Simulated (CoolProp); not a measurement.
Vapour-liquid equilibrium of n-hexane (1) + o-xylene (2) at 0.0238 MPa; x and y are mole fractions of (1).

Values from CoolProp's multi-fluid Helmholtz-energy mixture model, Thol 2019 and Zhou 2012; pair parameters Bell 2016.

| x | bubble temperature, mixture model (K) | bubble temperature, Raoult's law (K) | y, mixture model | y, Raoult's law |
|---|---|---|---|---|
| 0.05 | ? | 359.3 | ? | 0.357 |
| 0.15 | ? | 344.1 | ? | 0.686 |
| 0.25 | 330.5 | 333.9 | ? | 0.822 |
| 0.35 | ? | 326.4 | 0.900 | 0.891 |
| 0.45 | 318.3 | 320.6 | 0.933 | 0.931 |
| 0.55 | 314.3 | 315.9 | 0.954 | 0.955 |
| 0.65 | 311.0 | 312.0 | 0.969 | 0.972 |
| 0.75 | 308.1 | 308.6 | ? | 0.983 |
| 0.85 | ? | 305.7 | 0.989 | 0.991 |
| 0.95 | 303.2 | 303.2 | 0.996 | 0.997 |

Q: Fill in the missing entries.

A: 
- 0.05, bubble temperature, mixture model (K): 357.3
- 0.05, y, mixture model: 0.400
- 0.15, bubble temperature, mixture model (K): 340.7
- 0.15, y, mixture model: 0.723
- 0.25, y, mixture model: 0.843
- 0.35, bubble temperature, mixture model (K): 323.5
- 0.75, y, mixture model: 0.980
- 0.85, bubble temperature, mixture model (K): 305.5

The largest gap from Raoult's law is -3.4 K in bubble temperature, at x = 0.25. No azeotrope shows between x = 0.05 and 0.95.

Pair parameters are fitted to limited data, so mixtures are less certain than the pure fluids.
